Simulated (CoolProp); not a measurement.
The numbers come from the reference Helmholtz-energy equation of state, Thol 2016 in CoolProp.

Question: Give the vapour pressure (kPa), vapour density (kg/m³) of saturated R1234ze(E) at 48.35, 57.25, 74.95 °C.

Answer: 
```
T (°C)  p (kPa)  vapour density (kg/m³)
------  -------  ----------------------
48.35       956                    51.2
57.25      1190                    65.1
74.95      1800                     105
```
